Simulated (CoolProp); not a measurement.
A Linde-Hampson liquefier for CF4 (R14): isothermal reversible compression at 300 K from 1 atm to 25 MPa, throttling to 1 atm, return gas leaving the recuperator 10 K below the feed. Each further row changes one setting.

Computed with CoolProp (reference Helmholtz-energy equation of state, Platzer 1990). This equation is an older, rougher fit; its heat capacities, sound speeds and derivatives of the liquid may be far off and weren't checked against measurements.

```csv
case,liquid yield per pass,compression work (kJ/kg of gas)
as stated,0.264,140
high pressure 50 MPa,0.266,163
warm-end temperature 330 K,0.198,160
warm-end gap 15 K,0.253,140
```
